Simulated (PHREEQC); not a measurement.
Solution (25 °C): 1.5 mmol/kgw HF, 6.6 mmol/kgw KF, 0.078 mmol/kgw (NH4)2SiF6 and 0.66 mmol/kgw HCl. Closed to the air; pH follows from the charge balance.

The numbers come from PHREEQC with the ion-association model, phreeqc.dat.

| quantity | before | after |
|---|---|---|
| pH | 3.65 | 3.61 |
| HF (mol/kgw) | 0.00188 | 0.00186 |
| H4SiO4 (mol/kgw) | 4.66e-7 | 6.04e-7 |
| SI of Quartz (SiO2) | -2.35 | -2.24 |

Task: Which change was made?
A) KF from 0.0066 to 0.00594 mol/kgw
B) 0.0082 mol/kgw NH4HSO4 added
C) HCl from 0.00066 to 0.00132 mol/kgw
D) temperature from 25 to 60 °C

Result: A, KF from 0.0066 to 0.00594 mol/kgw

Precipitation was switched off in this run. SiF6-2 is the database's only silicon fluoride.
